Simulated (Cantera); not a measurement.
Input: 1 mol Fe2O3, 2.1 mol H2S, 22 mol N2, 1.8 mol SO2, at 1175 K and 53.3 Torr.

Method: chemical equilibrium by Gibbs-energy minimisation in Cantera with the NASA 1993 tables (ideal gas, pure condensed phases). Candidate condensed phases: Fe, FeO, Fe(OH)2, Fe(OH)3, FeS, FeSO4, FeS2, Fe2O3, Fe2(SO4)3, Fe3O4, H2O, H2SO4, S; 38 gas species. Mutual solubility and eutectic melting of coexisting phases are not modelled. FeS: taken at fixed stoichiometry. Gases not in the tables: S3 to S7. Kinetics and transport are ignored.

Base state: N2 0.837, H2O 0.0768, SO2 0.0721, S2 0.0103, H2 0.00178, H2S 0.00130, S2O 0.000244, SO 9.65e-5 (mole fractions); condensed: FeS(s) + Fe3O4(s).

Q: What changes in the equilibrium state with this change: temperature from 1175 K to 900 K?

A: 
```csv
species,before,after
N2,0.837,0.839
H2O,0.0768,0.0788
SO2,0.0721,0.0777
S2,0.0103,0.00319
SH,1.34e-5,2.16e-7
SO,9.65e-5,1.67e-6
"FeS(s), mol",1.41,1.66
"Fe3O4(s), mol",0.196,0.113
```
